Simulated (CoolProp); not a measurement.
A single-stage vapour-compression cycle with the fluid: evaporating at 307.15 K (dew point), condensing at 350.15 K (bubble point), superheat 10 K, subcooling 0 K, compressor efficiency 0.65, no pressure losses. The same conditions are run with several fluids, on thermodynamics alone (safety and materials aside).

Computed with CoolProp (reference Helmholtz-energy equation of state of each fluid (R114: Platzer 1990; n-butane: Bücker 2006; R21: Platzer 1990; propane: Lemmon 2009; dimethyl ether: Wu 2011; cis-2-butene: Lemmon 2005)). The equations of Platzer and Polt are older, rougher fits.

| fluid | cooling COP | pressure ratio | discharge temperature (K) | refrigerating effect (kJ/kg) | volumetric capacity (kJ/m³) |
|---|---|---|---|---|---|
| R114 | 3.56 | 3.07 | 358.9 | 86.6 | ___ |
| n-butane | 3.68 | 2.97 | 363.2 | 257 | 1970 |
| R21 | 3.96 | 3.26 | 396.2 | 184 | 1870 |
| propane | 3.02 | 2.49 | ___ | 203 | 4940 |
| dimethyl ether | 3.62 | 2.76 | 380.2 | 290 | 4380 |
| cis-2-butene | ___ | 3.07 | 372.8 | 295 | 1910 |

Problem. Some entries are withheld; supply them.

Solution. 
- R114, volumetric capacity (kJ/m³): 1720
- propane, discharge temperature (K): 371.4
- cis-2-butene, cooling COP: 3.83
